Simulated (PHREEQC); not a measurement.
Consider water at 50 °C with 0.013 mol/kgw ZnSO4, 3.2e-05 mol/kgw H3BO3 and 0.015 mol/kgw FeSO4. Closed to the air; pH follows from the charge balance.

The numbers come from PHREEQC with the ion-association model, wateq4f.dat.

This is a speciation only: nothing precipitates in the calculation.

Q: What pH, ionic strength does the model give?

A: pH 5.45; ionic strength 0.0627 mol/kgw.

Q: In which forms is S present?

A: SO4-2 54 %, FeSO4 23 %, ZnSO4 19 %, Zn(SO4)2-2 4.1 % of the S.

Species that the database lacks are ignored. Away from 25 °C the constants follow the database's enthalpies or fits; those with neither stay at their 25 °C values.
